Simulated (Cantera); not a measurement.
# Ignition delay

Mixture: 4.47 % CH₄, 1.07 % C₂H₆, 19.8 % O₂, 74.6 % N₂, at 0.990 bar, adiabatic and at constant volume. Ignition delay is the time to a rise of 400 K.

Computed with Cantera and GRI-Mech 3.0 (53 species, 325 reactions).

```json
[
 {"T0 (K)": "1175", "delay (ms)": "3.76"},
 {"T0 (K)": "1275", "delay (ms)": "0.936"},
 {"T0 (K)": "1375", "delay (ms)": "0.340"},
 {"T0 (K)": "1475", "delay (ms)": "0.151"},
 {"T0 (K)": "1575", "delay (ms)": "0.0752"},
 {"T0 (K)": "1675", "delay (ms)": "0.0412"},
 {"T0 (K)": "1775", "delay (ms)": "0.0246"}
]
```

```
Quantity                                                 Value
--------------------------------------------------  ----------
apparent activation energy between 1575 and 1775 K  130 kJ/mol
```
